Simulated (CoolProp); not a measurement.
Properties of ethanol along the isotherm 540 K (Tc = 514.7 K, pc = 6268 kPa, ω = 0.644).

Model: reference Helmholtz-energy equation of state, Schroeder 2014, in CoolProp.

| p (kPa) | phase | cv (kJ/(kg K)) | Joule-Thomson coefficient (K/MPa) | conductivity (mW/(m K)) | Prandtl number | fugacity coefficient |
|---|---|---|---|---|---|---|
| 348 | gas | 2.040 | … | 43.6 | 0.818 | 0.9870 |
| 696 | gas | 2.068 | 8.125 | 44.2 | … | 0.9739 |
| 1040 | gas | 2.096 | 8.167 | 44.9 | 0.834 | 0.9611 |
| 1390 | gas | 2.126 | 8.213 | 45.7 | 0.844 | 0.9481 |
| 1740 | gas | 2.157 | 8.264 | 46.5 | 0.854 | 0.9350 |
| 2090 | gas | 2.189 | 8.318 | 47.3 | … | 0.9220 |
| 2440 | gas | 2.222 | 8.377 | 48.2 | 0.878 | … |
| 2790 | gas | … | 8.442 | … | 0.893 | 0.8960 |
| 3130 | gas | … | 8.512 | … | 0.908 | 0.8833 |

Q: What belongs in the gaps?

A: 
- 348, Joule-Thomson coefficient (K/MPa): 8.085
- 696, Prandtl number: 0.826
- 2090, Prandtl number: 0.865
- 2440, fugacity coefficient: 0.9090
- 2790, cv (kJ/(kg K)): 2.256
- 2790, conductivity (mW/(m K)): 49.2
- 3130, cv (kJ/(kg K)): 2.291
- 3130, conductivity (mW/(m K)): 50.2

Viscosity comes from a separate model (Kiselev 2005). Thermal conductivity comes from a separate model (Assael 2013).
